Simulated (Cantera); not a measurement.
An adiabatic, constant-volume homogeneous reactor starts with 21.5 % H2, 16.5 % O2, 62.0 % N2, equivalence ratio 0.65, at 1725 K and 10.9 atm.

Detailed kinetics in Cantera: GRI-Mech 3.0 (53 species, 325 reactions). The hydrogen kinetics of GRI-Mech 3.0 are dated; newer H2 mechanisms differ, most at raised pressure. Above 3000 K some thermodynamic fits are extrapolated.

Q: Predict: time of steepest temperature rise; temperature at 0.200 s; equilibrium temperature; x(H2) at 0.200 s; x(O2) at 0.200 s; x(NO2) at 0.200 s; x(H2O) at 0.200 s; x(O) at 0.200 s.

A: 
```
Property                                                            Result
---------------------------------  ---------------------------------------
time of steepest temperature rise                                 0.676 µs
temperature at 0.200 s                                              3090 K
equilibrium temperature                                             3090 K
x(H2) at 0.200 s                     0.0133 (gas-phase equilibrium 0.0133)
x(O2) at 0.200 s                     0.0479 (gas-phase equilibrium 0.0479)
x(NO2) at 0.200 s                  2.57e-5 (gas-phase equilibrium 2.57e-5)
x(H2O) at 0.200 s                      0.204 (gas-phase equilibrium 0.204)
x(O) at 0.200 s                    0.00792 (gas-phase equilibrium 0.00792)
```
